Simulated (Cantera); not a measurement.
Input (Python, Cantera) and output of one run.

```python
import numpy as np
import cantera as ct

gas_names = [...]  # 113 gases of nasa_gas.yaml made of C, H, O, Pb
cond_names = """
    C(gr) C6H6(L) C7H8(L) C8H18(L),n-octa H2O(s) H2O(L) Pb(cr) Pb(L) PbO(rd) PbO(yw) PbO(L) PbO2(s)
    Pb3O4(s)
""".split()


# ... load() reads the species with a 1 bar reference pressure and builds the phases ...
atoms = {
    'Pb': {'Pb': 1},
    'CO': {'C': 1, 'O': 1},
    'H2': {'H': 2},
}
top_T = {'C(gr)': 4500, 'Pb3O4(s)': 820}  # K; cautious upper limits of use, not melting points


# ... equilibrate(T, P, feed) seeds the gas with the atoms and calls Mixture.equilibrate('TP', solver="vcs", rtol=1e-11, max_steps=5000) ...
results = []
feed = {'Pb': 1, 'CO': 2.5, 'H2': 0.3}  # mol
T = 1148  # K
P = 13332.2  # Pa
mix = equilibrate(T, P, feed)
results.append((T, P, feed, dict(zip(mix.species_names, mix.species_moles))))
print(gas.report(threshold=0.001))
for i in range(1, mix.n_phases):
    print(f"{mix.phase(i).name:16s} {mix.phase_moles(i):12.5e} mol")
```

Result:

```
       temperature   1148 K
          pressure   13332 Pa
           density   0.035859 kg/m^3
  mean mol. weight   25.673 kg/kmol
   phase of matter   gas

                          1 kg             1 kmol
                     ---------------   ---------------
          enthalpy       -2.8367e+06       -7.2826e+07  J
   internal energy       -3.2084e+06       -8.2371e+07  J
           entropy            9811.4        2.5189e+05  J/K
    Gibbs function         -1.41e+07       -3.6199e+08  J
 heat capacity c_p            1308.9             33603  J/K
 heat capacity c_v            985.01             25288  J/K

                      mass frac. Y      mole frac. X     chem. pot. / RT
                     ---------------   ---------------   ---------------
                CO            0.9669           0.88623           -39.689
               CO2         0.0073028         0.0042602           -77.649
                H2         0.0083837           0.10676           -22.112
                Pb          0.016963         0.0021018           -10.342
     [ +109 minor]        0.00044886        0.00064269

C(gr)             1.34874e-02 mol
Pb(L)             9.94131e-01 mol
PbO(yw)           0.00000e+00 mol
PbO2(s)           0.00000e+00 mol
```

Cantera equilibrium calculation (NASA polynomials, part measured and part estimated; ideal gas, pure solids and liquids).
